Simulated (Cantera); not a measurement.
A Cantera script and what it prints.

```python
import numpy as np
import cantera as ct

gas_names = """
    B BH BH2 BH3 BO BO2 B2 B2O B2O2 B2O3 B3O3H3 H HBO HBO2 HO2 H2 H2O H2O2 H3B3O6 O OH O2 O3
""".split()
cond_names = """
    B(b) B(L) B2O3(L) B3O3H3(cr) H2O(s) H2O(L)
""".split()


def load(file, names, dense=False):
    # The tables refer to 1 bar. Condensed volumes are neglected.
    table = {s.name: s for s in ct.Species.list_from_file(file)}
    out = []
    for n in names:
        d = dict(table[n].input_data)
        d["thermo"] = dict(d["thermo"], **{"reference-pressure": 1e5})
        if dense:
            d["equation-of-state"] = {"model": "constant-volume", "density": "1e6 g/cm^3"}
        out.append(ct.Species.from_dict(d))
    return out


gas = ct.Solution(thermo="ideal-gas", species=load("nasa_gas.yaml", gas_names))
cond = {s.name: ct.Solution(thermo="fixed-stoichiometry", species=[s], name=s.name)
        for s in load("nasa_condensed.yaml", cond_names, dense=True)}
atoms = {
    'B2H6': {'B': 2, 'H': 6},
    'H2O': {'H': 2, 'O': 1},
    'O2': {'O': 2},
}
top_T = {}  # K; cautious upper limits of use, not melting points


def equilibrate(T, P, feed):
    n = {}
    for name, mol in feed.items():
        for a, k in atoms[name].items():
            n[a] = n.get(a, 0.0) + k * mol
    gas.TPX = T, P, n
    mass = sum(n.values()) * gas.mean_molecular_weight
    gas.equilibrate("TP")
    valid = [c for c in cond.values() if c.min_temp <= T <= top_T.get(c.name, c.max_temp)]
    mix = ct.Mixture([(gas, mass / gas.mean_molecular_weight)] + [(c, 0.0) for c in valid])
    mix.T, mix.P = T, P
    mix.equilibrate("TP", solver="vcs", rtol=1e-11, max_steps=5000)
    return mix


results = []
T = 1975  # K
P = 24000  # Pa
for m in [0.85, 1, 1.2, 1.4, 1.7, 2, 2.4, 2.9, 3.4, 4, 4.8, 5.7]:
    feed = {'B2H6': 1, 'H2O': 0.98, 'O2': m}  # mol
    mix = equilibrate(T, P, feed)
    results.append((T, P, feed, dict(zip(mix.species_names, mix.species_moles))))
    x = sorted(zip(gas.X, gas.species_names), reverse=True)
    print(f"T = {T:g} K  P = {P:g} Pa  n(O2) = {m:g} mol  gas = {mix.phase_moles(0):.4g} mol")
    print("   x: " + "  ".join(f"{s} {v:.3e}" for v, s in x if v > 1e-06))
    print("   condensed (mol): " + ("  ".join(f"{mix.phase(i).name} {mix.phase_moles(i):.4g}"
          for i in range(1, mix.n_phases) if mix.phase_moles(i) > 1e-12) or "none"))
```

Result:

```
T = 1975 K  P = 24000 Pa  n(O2) = 0.85 mol  gas = 4.997 mol
   x: H2 7.276e-01  B2O3 9.682e-02  HBO 9.453e-02  HBO2 3.778e-02  B2O2 3.474e-02  BO 4.600e-03  H 2.382e-03  H2O 1.480e-03  B3O3H3 6.079e-05  BO2 1.425e-05  BH2 1.299e-05  B2O 2.800e-06
   condensed (mol): none
T = 1975 K  P = 24000 Pa  n(O2) = 1 mol  gas = 4.993 mol
   x: H2 7.250e-01  B2O3 1.186e-01  HBO2 7.315e-02  HBO 5.958e-02  B2O2 1.385e-02  H2O 4.528e-03  BO 2.905e-03  H 2.378e-03  BO2 2.763e-05  B3O3H3 1.522e-05  BH2 2.662e-06  OH 1.416e-06
   condensed (mol): none
T = 1975 K  P = 24000 Pa  n(O2) = 1.2 mol  gas = 4.989 mol
   x: H2 6.905e-01  HBO2 1.466e-01  B2O3 1.104e-01  HBO 2.637e-02  H2O 1.953e-02  B2O2 2.849e-03  H 2.321e-03  BO 1.317e-03  BO2 5.673e-05  OH 6.255e-06  H3B3O6 1.895e-06  B3O3H3 1.320e-06
   condensed (mol): none
T = 1975 K  P = 24000 Pa  n(O2) = 1.4 mol  gas = 4.987 mol
   x: H2 6.271e-01  HBO2 2.165e-01  B2O3 8.495e-02  H2O 5.536e-02  HBO 1.248e-02  H 2.212e-03  B2O2 7.021e-04  BO 6.541e-04  BO2 8.792e-05  OH 1.861e-05  H3B3O6 6.104e-06
   condensed (mol): none
T = 1975 K  P = 24000 Pa  n(O2) = 1.7 mol  gas = 4.986 mol
   x: H2 5.149e-01  HBO2 2.810e-01  H2O 1.391e-01  B2O3 5.700e-02  HBO 5.295e-03  H 2.004e-03  BO 3.063e-04  B2O2 1.540e-04  BO2 1.260e-04  OH 5.158e-05  H3B3O6 1.336e-05
   condensed (mol): none
T = 1975 K  P = 24000 Pa  n(O2) = 2 mol  gas = 4.985 mol
   x: H2 3.976e-01  HBO2 3.152e-01  H2O 2.408e-01  B2O3 4.141e-02  HBO 2.648e-03  H 1.761e-03  BO 1.743e-04  BO2 1.608e-04  OH 1.016e-04  B2O2 4.989e-05  H3B3O6 1.885e-05
   condensed (mol): none
T = 1975 K  P = 24000 Pa  n(O2) = 2.4 mol  gas = 4.984 mol
   x: H2O 3.880e-01  HBO2 3.400e-01  H2 2.392e-01  B2O3 2.990e-02  H 1.366e-03  HBO 1.066e-03  BO2 2.236e-04  OH 2.112e-04  BO 9.051e-05  H3B3O6 2.365e-05  B2O2 1.345e-05
   condensed (mol): none
T = 1975 K  P = 24000 Pa  n(O2) = 2.9 mol  gas = 4.985 mol
   x: H2O 5.790e-01  HBO2 3.564e-01  H2 4.047e-02  B2O3 2.201e-02  OH 7.660e-04  BO2 5.697e-04  H 5.619e-04  HBO 1.268e-04  O2 4.841e-05  H3B3O6 2.724e-05  BO 2.615e-05  O 7.825e-06  B2O2 1.123e-06
   condensed (mol): none
T = 1975 K  P = 24000 Pa  n(O2) = 3.4 mol  gas = 5.395 mol
   x: H2O 5.697e-01  HBO2 3.292e-01  O2 7.253e-02  B2O3 1.909e-02  OH 4.727e-03  BO2 3.301e-03  H2 1.029e-03  O 3.029e-04  H 8.959e-05  H3B3O6 2.147e-05  BO 3.915e-06  HBO 3.025e-06  HO2 1.933e-06
   condensed (mol): none
T = 1975 K  P = 24000 Pa  n(O2) = 4 mol  gas = 5.997 mol
   x: H2O 5.125e-01  HBO2 2.954e-01  O2 1.645e-01  B2O3 1.709e-02  OH 5.502e-03  BO2 3.832e-03  H2 6.146e-04  O 4.561e-04  H 6.924e-05  H3B3O6 1.551e-05  HO2 3.388e-06  BO 3.018e-06  HBO 1.802e-06
   condensed (mol): none
T = 1975 K  P = 24000 Pa  n(O2) = 4.8 mol  gas = 6.8 mol
   x: H2O 4.519e-01  O2 2.622e-01  HBO2 2.600e-01  B2O3 1.501e-02  OH 5.805e-03  BO2 4.036e-03  O 5.758e-04  H2 4.292e-04  H 5.787e-05  H3B3O6 1.058e-05  HO2 4.513e-06  BO 2.518e-06  HBO 1.257e-06
   condensed (mol): none
T = 1975 K  P = 24000 Pa  n(O2) = 5.7 mol  gas = 7.703 mol
   x: H2O 3.988e-01  O2 3.479e-01  HBO2 2.291e-01  B2O3 1.321e-02  OH 5.853e-03  BO2 4.063e-03  O 6.633e-04  H2 3.289e-04  H 5.065e-05  H3B3O6 7.238e-06  HO2 5.241e-06  BO 2.201e-06
   condensed (mol): none
```

Equilibrium computed with Cantera from the NASA thermochemical tables; the gas is ideal and each condensed phase is pure. The feed counts by its element totals alone. The tables' values for BH2 are old estimates; treat these amounts as uncertain.
